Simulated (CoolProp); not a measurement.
Aqueous potassium acetate as a coolant, 30 % by mass, freezing at -23.1 °C, 1 atm.

The numbers come from the Melinder's fits for secondary coolants in CoolProp.

| T (°C) | conductivity (W/(m K)) | viscosity (mPa s) | Prandtl number | cp (kJ/(kg K)) |
|---|---|---|---|---|
| -4.3 | 0.469 | 4.89 | (withheld) | 3.180 |
| 1.8 | 0.477 | 3.91 | 26.2 | (withheld) |
| 7.8 | 0.485 | (withheld) | 21.2 | 3.205 |
| 13.9 | 0.492 | 2.69 | 17.6 | 3.217 |
| 20 | 0.500 | (withheld) | 14.8 | (withheld) |
| 26.1 | 0.508 | 1.98 | 12.6 | 3.242 |
| 32.2 | 0.516 | 1.73 | 10.9 | 3.255 |
| 38.2 | 0.524 | 1.52 | 9.52 | 3.269 |

Question: Some entries are withheld; supply them.

Answer: 
- -4.3, Prandtl number: 33.1
- 1.8, cp (kJ/(kg K)): 3.193
- 7.8, viscosity (mPa s): 3.21
- 20, viscosity (mPa s): 2.29
- 20, cp (kJ/(kg K)): 3.229
